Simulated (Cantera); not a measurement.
Pyrogenic steam for wet oxidation

A perfectly stirred reactor is fed with H₂ : O₂ : N₂ = 1.5 : 1 : 2.7 (molar parts), at 13300 Pa; it is held at 1223 K, and followed from long to short residence time.

Model: GRI-Mech 3.0 (53 species, 325 reactions), integrated in Cantera. The temperature is held fixed by assumption; the heat of reaction is taken as removed at once.

```json
[
 {"τ (s)": "6.6", "x H₂": "0.000172", "x O₂": "0.0562", "x NO": "3.18e-7", "x H₂O₂": "3.65e-7", "x O": "3.50e-5", "x H₂O": "0.337", "x HO₂": "2.20e-6"},
 {"τ (s)": "2.1", "x H₂": "0.000370", "x O₂": "0.0562", "x NO": "2.71e-7", "x H₂O₂": "5.88e-7", "x O": "7.68e-5", "x H₂O": "0.336", "x HO₂": "3.91e-6"},
 {"τ (s)": "0.69", "x H₂": "0.000773", "x O₂": "0.0563", "x NO": "3.16e-7", "x H₂O₂": "8.89e-7", "x O": "0.000164", "x H₂O": "0.336", "x HO₂": "6.14e-6"},
 {"τ (s)": "0.22", "x H₂": "0.00163", "x O₂": "0.0566", "x NO": "5.07e-7", "x H₂O₂": "1.27e-6", "x O": "0.000355", "x H₂O": "0.334", "x HO₂": "8.63e-6"},
 {"τ (s)": "0.071", "x H₂": "0.00334", "x O₂": "0.0572", "x NO": "9.46e-7", "x H₂O₂": "1.67e-6", "x O": "0.000753", "x H₂O": "0.331", "x HO₂": "1.08e-5"},
 {"τ (s)": "0.023", "x H₂": "0.00665", "x O₂": "0.0586", "x NO": "1.79e-6", "x H₂O₂": "1.97e-6", "x O": "0.00156", "x H₂O": "0.325", "x HO₂": "1.24e-5"},
 {"τ (s)": "0.0074", "x H₂": "0.0127", "x O₂": "0.0616", "x NO": "3.17e-6", "x H₂O₂": "2.07e-6", "x O": "0.00317", "x H₂O": "0.313", "x HO₂": "1.37e-5"}
]
```
x: mole fraction; the columns are a selection and need not sum to one.
